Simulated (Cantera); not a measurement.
# Fluorocarbon and chlorocarbon gases: CF₄ + CH₄ + H₂

A closed system holds: 1 mol CF₄, 0.26 mol CH₄, 7.6 mol H₂, equilibrated at 4.65 Torr.

Equilibrium computed with Cantera from the NASA thermochemical tables; the gas is ideal and each condensed phase is pure. Candidate condensed phases: C, C₆H₆, C₇H₈, C₈H₁₈; 95 gas species. Equilibrium is a limit: real reactors are often held back by kinetics, nucleation or transport.

From 1223 K to 2873 K the condensed part is C(graphite). From 3023 K to 3173 K nothing is condensed. The main C-bearing gas is CH₄ at 1223 K and C₃ at 3173 K.

| T (K) | log p H | log p H₂ | log p HF | log p F | log p C₃ | log p C | n C(graphite) |
|---|---|---|---|---|---|---|---|
| 1223 | -7.73 | -2.43 | -2.61 | -13.54 | <-14 | <-14 | 1.26 |
| 1373 | -6.69 | -2.43 | -2.61 | -11.87 | <-14 | <-14 | 1.26 |
| 1523 | -5.85 | -2.43 | -2.61 | -10.52 | <-14 | <-14 | 1.26 |
| 1673 | -5.16 | -2.43 | -2.61 | -9.42 | <-14 | -14.18 | 1.26 |
| 1823 | -4.58 | -2.43 | -2.61 | -8.49 | -12.64 | -12.33 | 1.26 |
| 1973 | -4.09 | -2.43 | -2.61 | -7.70 | -10.85 | -10.77 | 1.25 |
| 2123 | -3.67 | -2.45 | -2.62 | -7.02 | -9.32 | -9.43 | 1.24 |
| 2273 | -3.31 | -2.48 | -2.63 | -6.43 | -8.00 | -8.27 | 1.22 |
| 2423 | -3.02 | -2.53 | -2.65 | -5.90 | -6.84 | -7.25 | 1.18 |
| 2573 | -2.78 | -2.63 | -2.67 | -5.43 | -5.82 | -6.36 | 1.11 |
| 2723 | -2.60 | -2.78 | -2.71 | -4.98 | -4.92 | -5.56 | 0.964 |
| 2873 | -2.48 | -3.01 | -2.76 | -4.55 | -4.12 | -4.84 | 0.366 |
| 3023 | -2.41 | -3.28 | -2.82 | -4.14 | -3.94 | -4.38 | 0 |
| 3173 | -2.37 | -3.58 | -2.88 | -3.75 | -4.03 | -4.05 | 0 |
log p: log10 of the partial pressure in bar; n: condensed amount in mol.
